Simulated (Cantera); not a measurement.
Feed: 1 mol Cu, 2.7 mol HF, 12 mol N2, held at 0.0133 bar.

Cantera equilibrium calculation (NASA polynomials, part measured and part estimated; ideal gas, pure solids and liquids). Candidate condensed phases: Cu, CuF2; 25 gas species. Kinetics and transport are ignored.

x: gas mole fraction; n: condensed amount in mol.

```tsv
T (K)	x N2	x HF	x CuF	x H2	x Cu	x H	n Cu(s)	n Cu(l)
798	0.816	0.184	6.02e-9	3.06e-9	<1e-12	<1e-12	1.00	0
848	0.816	0.184	2.77e-8	1.40e-8	<1e-12	<1e-12	1.00	0
898	0.816	0.184	1.08e-7	5.40e-8	1.22e-11	<1e-12	1.000	0
948	0.816	0.184	3.61e-7	1.81e-7	1.30e-10	1.93e-12	1.000	0
998	0.816	0.184	[?]	[?]	[?]	[?]	1.000	0
1048	0.816	0.184	2.86e-6	1.43e-6	7.34e-9	8.00e-11	1.000	0
1098	0.816	0.184	6.97e-6	3.49e-6	4.18e-8	4.00e-10	1.000	0
1148	0.816	0.184	1.57e-5	7.86e-6	2.04e-7	1.74e-9	1.000	0
1198	0.816	0.184	3.31e-5	1.65e-5	8.71e-7	6.69e-9	1.000	0
1248	0.816	0.184	6.54e-5	3.27e-5	3.30e-6	2.31e-8	0.999	0
1298	0.816	0.184	0.000123	6.14e-5	1.13e-5	7.27e-8	0.998	0
1348	0.816	0.183	[?]	[?]	[?]	[?]	0.996	0
1398	0.816	0.183	0.000368	0.000184	9.73e-5	5.55e-7	0	0.993
```

Problem. Complete the blanks.

Solution. 
- 1348, x CuF: 0.000219
- 1348, x H2: 0.000110
- 1348, x Cu: 3.51e-5
- 1348, x H: 2.10e-7
- 998, x CuF: 1.07e-6
- 998, x H2: 5.36e-7
- 998, x Cu: 1.08e-9
- 998, x H: 1.36e-11
